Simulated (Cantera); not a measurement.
Charge: 1 mol TiO₂, 0.36 mol H₂O, 0.38 mol O₂, equilibrated at 1198 K and 16.5 Torr.

Cantera equilibrium calculation (NASA polynomials, part measured and part estimated; ideal gas, pure solids and liquids). Candidate condensed phases: H₂O, Ti, TiO, TiO₂, Ti₂O₃, Ti₃O₅, Ti₄O₇; 12 gas species. Gases not in the tables: TiO(OH)₂. The numbers say what is thermodynamically allowed, not how fast it happens.

Base state: O₂ 0.514, H₂O 0.486, OH 2.09e-5 (mole fractions); condensed: TiO₂(rutile).

Question: What changes in the equilibrium state with this change: temperature from 1198 K to 1573 K?

Answer: 
```
species             before    after
-----------------  -------  -------
O₂                   0.514    0.513
H₂O                  0.486    0.486
OH                 2.09e-5  0.00103
O                  1.16e-7  5.04e-5
H₂                 5.58e-8  2.20e-5
TiO₂(rutile), mol     1.00     1.00
```
